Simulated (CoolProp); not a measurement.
Vapour-liquid equilibrium of CH2F2 (R32) (1) + fluoroethane (R161) (2) at 14.45 °C; x and y are mole fractions of (1).

The numbers come from the multi-fluid Helmholtz-energy mixture model, Tillner-Roth 1997 and Wu 2012; pair parameters Bell 2016 in CoolProp.

Problem. Give the bubble pressure and the first vapour's composition at x = 0.2, 0.35, 0.95. Is there an azeotrope?

Solution. x = 0.2: 8.214 bar, y = 0.307; x = 0.35: 9.109 bar, y = 0.475; x = 0.95: 12.34 bar, y = 0.966. No azeotrope shows between x = 0.05 and 0.95.

Pair parameters are fitted to limited data, so mixtures are less certain than the pure fluids.
